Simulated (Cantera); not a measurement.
An isothermal, constant-pressure homogeneous reactor starts with CH4 : N2 : H2O = 1 : 2.9 : 0.0069 (molar parts), at 1325 K and 1130 Torr.

Cantera simulation using GRI-Mech 3.0 (53 species, 325 reactions); the numbers are that mechanism's predictions, not measurements. GRI-Mech 3.0 stops at C3 and has no aromatics, soot or wall deposition, so with more carbon than oxygen in the feed, carbon stays in small species such as C2H2 where larger ones or solid carbon would form.

Task: Predict: x(CH4) at 100 s; x(H2) at 100 s; x(C2H6) at 100 s.

Result: 
```
Quantity                                              Value
----------------  -----------------------------------------
x(CH4) at 100 s         0.121 (gas-phase equilibrium 0.110)
x(H2) at 100 s          0.149 (gas-phase equilibrium 0.168)
x(C2H6) at 100 s  0.000152 (gas-phase equilibrium 0.000112)
```
